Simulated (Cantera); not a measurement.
Charge: 1 mol SiH₂Cl₂, 0.9 mol N₂, equilibrated at 575 °C and 1.00 bar.

Cantera equilibrium calculation (NASA polynomials, part measured and part estimated; ideal gas, pure solids and liquids). Candidate condensed phases: NH₄Cl, Si, Si₃N₄; 28 gas species. N₂ is the only nitrogen source here; it is nearly inert below about 1500 K, so the nitride shown seldom forms there in practice. Rates play no part.

Base state: H₂ 0.317, HCl 0.309, N₂ 0.216, SiCl₄ 0.158, SiHCl₃ 0.000264, NH₃ 0.000156 (mole fractions); condensed: Si₃N₄(s).

Q: What changes in the equilibrium state with this change: temperature from 575 °C to 950 °C?

A: 
```csv
species,before,after
HCl,0.309,0.390
H₂,0.317,0.272
N₂,0.216,0.201
SiCl₄,0.158,0.134
SiCl₂,<1e-9,5.91e-5
SiCl₃,8.11e-7,0.000996
NH₃,0.000156,1.09e-5
SiHCl₃,0.000264,0.00288
"Si₃N₄(s), mol",0.221,0.235
```
The tables' values for SiCl₃ are old estimates; treat these amounts as uncertain.
